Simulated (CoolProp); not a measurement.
R152A along the isotherm 253.7 K: density (kg/m³) from the reference equation and from simpler models built on Tc = 386.4 K, pc = 4.517 MPa, ω = 0.275; each cubic takes its own stable root.

Values from CoolProp's reference Helmholtz-energy equation of state, Outcalt 1996. It is a modified Benedict-Webb-Rubin equation, recast in Helmholtz form.

```csv
p (MPa),phase,reference
3.01,liquid,1007
6.02,liquid,1013
9.03,liquid,1018
12,liquid,1023
15.1,liquid,1028
18.1,liquid,1033
21.1,liquid,1038
24.1,liquid,1042
27.1,liquid,1046
30.1,liquid,1050
33.1,liquid,1054
36.1,liquid,1058
39.1,liquid,1062
42.2,liquid,1066
45.2,liquid,1069
```

Problem. How far does each simpler model (van der Waals, Redlich-Kwong, Soave-Redlich-Kwong, Peng-Robinson) lie from the reference over these 15 states: mean and median of the absolute difference, and the worst?

Solution. 
- van der Waals: mean 42.1 %, median 41.8 %, worst -44.5 % at 253.7 K and 3.01 MPa
- Redlich-Kwong: mean 17.9 %, median 17.7 %, worst -19.5 % at 253.7 K and 3.01 MPa
- Soave-Redlich-Kwong: mean 16.0 %, median 15.9 %, worst -16.5 % at 253.7 K and 3.01 MPa
- Peng-Robinson: mean 5.6 %, median 5.6 %, worst -5.7 % at 253.7 K and 3.01 MPa
